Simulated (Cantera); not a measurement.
Cantera run, input and output.

```python
import numpy as np
import cantera as ct

gas = ct.Solution("h2o2.yaml")
gas.TPX = 1425, 170000, {'H2': 1, 'O2': 0.769, 'N2': 2.89}
reactor = ct.IdealGasConstPressureReactor(gas, energy="on", clone=False)
net = ct.ReactorNet([reactor])
net.rtol, net.atol = 1e-08, 1e-16
show = ['H2', 'O2', 'HO2', 'H2O', 'H2O2']
times = np.geomspace(5e-06, 10, 12)

steps = ct.SolutionArray(gas, extra=["t"])
rows = []
print(f"{'t/s':>10s}{'T/K':>9s}{'P/Pa':>11s}" + "".join(f"{s:>11s}" for s in show))
for t in times:
    while net.time < t:
        t_next = net.step()
        steps.append(gas.state, t=t_next)
    rows.append([np.interp(t, steps.t, y) for y in (steps.T, steps.P, *steps(*show).X.T)])
    print(f"{t:10.3e}{rows[-1][0]:9.1f}{rows[-1][1]:11.4g}" + "".join(f"{x:11.3e}" for x in rows[-1][2:]))
rate = np.gradient(steps.T, steps.t)
print("integrator steps:", len(steps.t))
if steps.T.max() > steps.T[0] + 200:
    print(f"time of steepest temperature rise: {steps.t[rate.argmax()]:.4e} s")
gas.TPX = 1425, 170000, {'H2': 1, 'O2': 0.769, 'N2': 2.89}
gas.equilibrate("HP")
print(f"equilibrium (HP): T = {gas.T:.1f} K  " + "  ".join(f"{s} {gas[s].X[0]:.3e}" for s in show))
```

Output:

```
       t/s      T/K       P/Pa         H2         O2        HO2        H2O       H2O2
 5.000e-06   1425.1    1.7e+05  2.145e-01  1.650e-01  7.698e-06  1.126e-04  7.243e-08
 1.870e-05   2143.1    1.7e+05  2.763e-02  6.421e-02  2.560e-05  1.673e-01  6.962e-07
 6.992e-05   2625.4    1.7e+05  1.254e-02  6.018e-02  1.293e-05  2.062e-01  5.193e-07
 2.615e-04   2692.1    1.7e+05  9.467e-03  6.012e-02  1.482e-05  2.130e-01  7.044e-07
 9.778e-04   2692.1    1.7e+05  9.466e-03  6.012e-02  1.482e-05  2.130e-01  7.045e-07
 3.657e-03   2692.1    1.7e+05  9.466e-03  6.012e-02  1.482e-05  2.130e-01  7.045e-07
 1.367e-02   2692.1    1.7e+05  9.466e-03  6.012e-02  1.482e-05  2.130e-01  7.045e-07
 5.113e-02   2692.1    1.7e+05  9.466e-03  6.012e-02  1.482e-05  2.130e-01  7.045e-07
 1.912e-01   2692.1    1.7e+05  9.466e-03  6.012e-02  1.482e-05  2.130e-01  7.045e-07
 7.151e-01   2692.1    1.7e+05  9.466e-03  6.012e-02  1.482e-05  2.130e-01  7.045e-07
 2.674e+00   2692.1    1.7e+05  9.466e-03  6.012e-02  1.482e-05  2.130e-01  7.045e-07
 1.000e+01   2692.1    1.7e+05  9.466e-03  6.012e-02  1.482e-05  2.130e-01  7.045e-07
integrator steps: 1082
time of steepest temperature rise: 1.0333e-05 s
equilibrium (HP): T = 2692.1 K  H2 9.466e-03  O2 6.012e-02  HO2 1.482e-05  H2O 2.130e-01  H2O2 7.045e-07
```

Computed with Cantera and the H2/O2 subset of GRI-Mech 3.0, which has no nitrogen chemistry.
